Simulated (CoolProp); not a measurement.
Saturation properties of nitrous oxide (Tc = 36.4 °C, pc = 72.45 bar, ω = 0.161).

Computed with CoolProp (reference Helmholtz-energy equation of state, Lemmon 2006). It is a short technical equation, of lower accuracy than the large ones.

```csv
T (°C),p (bar),liquid density (kg/m³),enthalpy of vaporisation (kJ/kg),liquid cp (kJ/(kg K))
-47.25,7.197,1100,322.0,1.811
-41.25,8.979,1079,313.0,1.838
-35.25,11.07,(withheld),(withheld),1.870
-29.25,13.50,1035,293.4,1.909
-23.25,(withheld),1011,282.6,1.955
-17.25,19.49,(withheld),271.2,2.012
-11.25,(withheld),(withheld),(withheld),2.082
-5.25,27.22,932.9,245.4,2.172
0.75,31.83,903.2,230.8,2.289
6.75,36.98,871.0,214.5,2.451
12.75,42.72,835.3,196.2,2.690
```

Problem. Some entries are withheld; supply them.

Solution. 
- -35.25, liquid density (kg/m³): 1057
- -35.25, enthalpy of vaporisation (kJ/kg): 303.5
- -23.25, p (bar): 16.29
- -17.25, liquid density (kg/m³): 986.6
- -11.25, p (bar): 23.12
- -11.25, liquid density (kg/m³): 960.6
- -11.25, enthalpy of vaporisation (kJ/kg): 258.8

It boils at -88.5 °C under 1 atm.
